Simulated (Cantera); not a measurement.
An adiabatic, constant-volume homogeneous reactor starts with CO : H₂ : CH₄ : O₂ : N₂ : H₂O = 1 : 0.34 : 0.62 : 5.97 : 22.4 : 8.2 (molar parts), equivalence ratio 0.32, at 1550 K and 1.88 atm.

Model: GRI-Mech 3.0 (53 species, 325 reactions), integrated in Cantera.

**Question.** Predict: time of steepest temperature rise; temperature at 1.00 s; equilibrium temperature; x(CO) at 1.00 s; x(H₂) at 1.00 s; x(H₂O) at 1.00 s.

**Answer.** 
| Item | Value |
|---|---|
| time of steepest temperature rise | 87.3 µs |
| temperature at 1.00 s | 2189 K |
| equilibrium temperature | 2189 K |
| x(CO) at 1.00 s | 0.000456 (gas-phase equilibrium 0.000456) |
| x(H₂) at 1.00 s | 0.000525 (gas-phase equilibrium 0.000525) |
| x(H₂O) at 1.00 s | 0.255 (gas-phase equilibrium 0.255) |
